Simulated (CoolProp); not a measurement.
A Linde-Hampson liquefier for CF4 (R14): isothermal reversible compression at 300 K from 1 atm to 25 MPa, throttling to 1 atm, return gas leaving the recuperator 0 K below the feed. Each further row changes one setting.

The numbers come from the reference Helmholtz-energy equation of state, Platzer 1990 in CoolProp. This equation is an older, rougher fit; its heat capacities, sound speeds and derivatives of the liquid may be far off and weren't checked against measurements.

| case | liquid yield per pass | compression work (kJ/kg of gas) |
|---|---|---|
| as stated | 0.287 | 140 |
| high pressure 50 MPa | ___ | ___ |
| warm-end temperature 330 K | ___ | 160 |
| warm-end gap 5 K | ___ | 140 |

Q: Complete the blanks.

A: 
- high pressure 50 MPa, liquid yield per pass: 0.289
- high pressure 50 MPa, compression work (kJ/kg of gas): 163
- warm-end temperature 330 K, liquid yield per pass: 0.222
- warm-end gap 5 K, liquid yield per pass: 0.276
